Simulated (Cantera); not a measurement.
Charge: 1 mol PH₃, 1.3 mol H₂, 0.18 mol O₂, held at 0.0975 Torr.

Method: chemical equilibrium by Gibbs-energy minimisation in Cantera with the NASA 1993 tables (ideal gas, pure condensed phases). Candidate condensed phases: H₂O, P, P₄O₁₀; 17 gas species. Gases not in the tables: HPO₂, HPO₃ and P₄O₆. Equilibrium is a limit: real reactors are often held back by kinetics, nucleation or transport. All values below are at 2225 K.

Base state: H₂ 0.446, H 0.379, PO 0.0797, P₂ 0.0544, P 0.0385, H₂O 0.00137, PO₂ 0.000288, PH 0.000253 (mole fractions); condensed: gas only.

### Question
What changes in the equilibrium state with this change: O₂ from 0.18 to 0.053 mol?

### Answer
```
species    before    after
-------  --------  -------
H₂          0.446    0.461
H           0.379    0.386
P₂         0.0544   0.0811
PO         0.0797   0.0243
P          0.0385   0.0470
PO₂      0.000288  2.19e-5
O         9.94e-5  2.48e-5
OH       0.000169  4.28e-5
```

### Question
What changes in the equilibrium state with this change: PH₃ replaced by HI?

### Answer
| species | before | after |
|---|---|---|
| H | 0.379 | 0.307 |
| I | 0 | 0.296 |
| H₂ | 0.446 | 0.291 |
| H₂O | 0.00137 | 0.0827 |
| PO | 0.0797 | 0 |
| P₂ | 0.0544 | 0 |
| P | 0.0385 | 0 |
| OH | 0.000169 | 0.0126 |
| HI | 0 | 0.000650 |
| PO₂ | 0.000288 | 0 |
Further candidate phases: I₂.
